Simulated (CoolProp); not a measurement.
n-heptane along the isotherm 276.85 °C: Z from the reference equation and from simpler models built on Tc = 268.1 °C, pc = 2.774 MPa, ω = 0.349; each cubic takes its own stable root.

The numbers come from the reference Helmholtz-energy equation of state, Span 2003 in CoolProp. It is a short technical equation, of lower accuracy than the large ones.

```csv
p (MPa),phase,reference
1.98,gas,0.6993
3.96,supercritical,0.2449
5.94,supercritical,0.3193
7.93,supercritical,0.4011
9.91,supercritical,0.4819
11.9,supercritical,0.5619
13.9,supercritical,0.6410
15.9,supercritical,0.7188
17.8,supercritical,0.7918
19.8,supercritical,0.8676
21.8,supercritical,0.9426
23.8,supercritical,1.017
25.8,supercritical,1.090
27.7,supercritical,1.159
```

**Question.** How far does each simpler model (Redlich-Kwong, Soave-Redlich-Kwong, Peng-Robinson) lie from the reference over these 14 states: mean and median of the absolute difference, and the worst?

**Answer.** 
- Redlich-Kwong: mean 10.4 %, median 9.3 %, worst +20.6 % at 276.85 °C and 3.96 MPa
- Soave-Redlich-Kwong: mean 11.1 %, median 9.7 %, worst +23.6 % at 276.85 °C and 3.96 MPa
- Peng-Robinson: mean 3.2 %, median 2.4 %, worst +12.4 % at 276.85 °C and 3.96 MPa
